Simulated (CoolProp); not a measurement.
Saturation properties of chlorine.

The numbers come from the reference Helmholtz-energy equation of state, Thol 2021 in CoolProp.

| T (K) | p (MPa) | liquid density (kg/m³) | vapour density (kg/m³) | enthalpy of vaporisation (kJ/kg) |
|---|---|---|---|---|
| 321.9 | 1.405 | 1316 | 44.26 | 227.6 |
| 326.3 | 1.553 | 1300 | 48.90 | 223.4 |
| 330.8 | 1.715 | 1285 | 54.04 | 219.0 |
| 335.3 | 1.889 | 1268 | 59.61 | 214.4 |
| 339.8 | 2.075 | 1252 | 65.66 | 209.7 |
| 344.3 | 2.274 | 1234 | 72.22 | 204.7 |
| 348.8 | 2.486 | 1217 | 79.34 | 199.6 |
| 353.3 | 2.711 | 1199 | 87.08 | 194.2 |
| 357.8 | 2.950 | 1180 | 95.50 | 188.6 |
| 362.2 | 3.198 | 1161 | 104.5 | 182.8 |
| 366.7 | 3.466 | 1140 | 114.5 | 176.6 |
| 371.2 | 3.750 | 1119 | 125.4 | 170.1 |
| 375.7 | 4.049 | 1097 | 137.5 | 163.2 |
| 380.2 | 4.365 | 1073 | 150.9 | 155.9 |

It boils at 239.2 K under 1 atm.
